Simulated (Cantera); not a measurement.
Mixture: CH4 : O2 : N2 = 1 : 2.33 : 8.74 (molar parts), equivalence ratio 0.86, at 4.30 bar, adiabatic and at constant volume. Ignition delay is the time to a rise of 400 K.

Cantera simulation using GRI-Mech 3.0 (53 species, 325 reactions); the numbers are that mechanism's predictions, not measurements.

Task: What does this change do: 0.03 parts H2 added?

Result: 
```json
[
 {"quantity": "delay at 1200 K", "before": "10.3 ms", "after": "7.11 ms"},
 {"quantity": "delay at 1400 K", "before": "0.941 ms", "after": "0.779 ms"},
 {"quantity": "delay at 1600 K", "before": "0.132 ms", "after": "0.119 ms"},
 {"quantity": "delay at 1800 K", "before": "28.9 µs", "after": "27.2 µs"},
 {"quantity": "apparent activation energy between 1700 and 1900 K", "before": "180 kJ/mol", "after": "170 kJ/mol"}
]
```
